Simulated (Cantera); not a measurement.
## Thermodynamics of calcination and drying, feed CaSO4 + H2

Input: 1 mol CaSO4, a varied amount of H2, equilibrated at 1700 K and 1330 Pa.

Cantera equilibrium calculation (NASA polynomials, part measured and part estimated; ideal gas, pure solids and liquids). Candidate condensed phases: Ca, CaO, Ca(OH)2, CaS, CaSO4, H2O, H2SO4, S; 25 gas species. Mutual solubility and eutectic melting of coexisting phases are not modelled. Rates play no part.

From 1.1 mol H2 to 2.5 mol H2 the condensed part is CaO(s). From 3.1 mol H2 to 6.9 mol H2 the condensed part is CaO(s) + CaS(s). The main Ca-bearing gas is Ca(OH)2 throughout.

```
n(H2) (mol)  x H2O    x SO2    x H2      x S2     x SO  n CaO(s)  n CaS(s)
-----------  -----  -------  ------  --------  -------  --------  --------
1.1          0.491    0.465  0.0331  0.000933  0.00945     1.000         0
1.4          0.513    0.371  0.0787    0.0159   0.0172     1.000         0
1.7          0.538    0.297   0.109    0.0308   0.0181     1.000         0
2            0.556    0.237   0.137    0.0427   0.0176     1.000         0
2.5          0.571    0.163   0.181    0.0563   0.0156     1.000         0
3.1          0.600    0.113   0.217    0.0449   0.0123     0.855     0.145
3.8          0.615   0.0722   0.258    0.0333  0.00910     0.690     0.310
4.6          0.610   0.0417   0.307    0.0231  0.00631     0.526     0.474
5.6          0.579   0.0200   0.372    0.0141  0.00387     0.367     0.633
6.9          0.517  0.00774   0.456   0.00751  0.00206     0.240     0.760
```
x: gas mole fraction; n: condensed amount in mol.
